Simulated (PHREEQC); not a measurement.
A made-up water analysis in mg/kgw, 15 °C, pH 6.54, pe 12.9:

```
constituent         mg/kgw
------------------  ------
Na                    73.8
K                      165
Ca                    80.7
Mg                    27.2
Cl                      86
S(6) as SO4            174
Alkalinity as HCO3     469
Cu(2)                 10.7
```

Valence states are taken as typed.

Computed with PHREEQC (ion-association model, wateq4f.dat).

Precipitation was switched off in this run.

### Question
Estimate the ionic strength, charge-balance error.

### Answer
ionic strength 0.0172 mol/kgw; charge-balance error 1.1 %.

### Question
In which forms is Mg present?

### Answer
Mg+2 87 %, MgSO4 8.7 %, MgHCO3+ 4.5 % of the Mg.

Saturation is exceeded, for instance for Malachite, Tenorite (slow to form); the values hold only as long as no solid forms. Species that the database lacks are ignored.
